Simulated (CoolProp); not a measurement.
Model: reference Helmholtz-energy equation of state, de Reuck 1993, in CoolProp.

Task: For methanol, give the phase and the Z, viscosity (µPa s), Prandtl number at 376.8 K and 1870 kPa.

Result: 
- 376.8 K and 1870 kPa: liquid; Z 0.0270, viscosity 217, Prandtl number 3.74

Viscosity comes from a separate model (Xiang 2006). Thermal conductivity comes from a separate model (Sykioti 2013).
